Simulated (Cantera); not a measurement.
Input (Python, Cantera) and output of one run.

```python
import numpy as np
import cantera as ct

gas_names = """
    H HO2 H2 H2O H2O2 H2S H2SO4 O OH O2 O3 S SH SO SO2 SO3 S2 S2O S8
""".split()
cond_names = """
    H2O(s) H2O(L) H2SO4(L) S(cr1) S(cr2) S(L)
""".split()


# ... load() reads the species with a 1 bar reference pressure and builds the phases ...
atoms = {
    'H2S': {'H': 2, 'S': 1},
    'O2': {'O': 2},
}
top_T = {}  # K; cautious upper limits of use, not melting points


# ... equilibrate(T, P, feed) seeds the gas with the atoms and calls Mixture.equilibrate('TP', solver="vcs", rtol=1e-11, max_steps=5000) ...
results = []
feed = {'H2S': 1, 'O2': 0.27}  # mol
P = 1300000  # Pa
for T in [1623, 1773, 1923, 2073, 2223, 2373, 2523, 2673]:
    mix = equilibrate(T, P, feed)
    results.append((T, P, feed, dict(zip(mix.species_names, mix.species_moles))))

top = {s: max(r[3][s] / sum(r[3][g] for g in gas_names) for r in results) for s in gas_names}
cols = sorted((s for s in top if top[s] > 1e-05), key=lambda s: -top[s])[:8]
seen = [c for c in cond_names if any(r[3].get(c, 0) > 1e-12 for r in results)]
print("log10 of partial pressures in bar; condensed amounts in mol")
print(f"{'T/K':>10s}" + "".join(f"{s[:9]:>10s}" for s in cols + seen))
for T, P, feed, n in results:
    ng = sum(n[g] for g in gas_names)
    print(f"{T:10.4g}" + "".join(f"{np.log10(max(n[s] / ng * P / 1e5, 1e-99)):10.3f}" for s in cols)
          + "".join(f"{n.get(c, 0):10.4g}" for c in seen))
```

Result:

```
log10 of partial pressures in bar; condensed amounts in mol
       T/K       H2O        H2       H2S        S2        SH        SO       SO2         S
      1623     0.693     0.036     0.585     0.457    -1.349    -2.010    -0.757    -3.589
      1773     0.680     0.201     0.515     0.479    -1.053    -1.657    -0.722    -2.986
      1923     0.662     0.321     0.434     0.495    -0.815    -1.347    -0.665    -2.478
      2073     0.641     0.409     0.349     0.503    -0.622    -1.074    -0.600    -2.046
      2223     0.617     0.474     0.260     0.504    -0.464    -0.837    -0.537    -1.675
      2373     0.589     0.524     0.172     0.497    -0.333    -0.632    -0.484    -1.354
      2523     0.557     0.561     0.084     0.482    -0.226    -0.458    -0.443    -1.076
      2673     0.521     0.589    -0.004     0.459    -0.138    -0.310    -0.417    -0.833
```

Method: chemical equilibrium by Gibbs-energy minimisation in Cantera with the NASA 1993 tables (ideal gas, pure condensed phases).
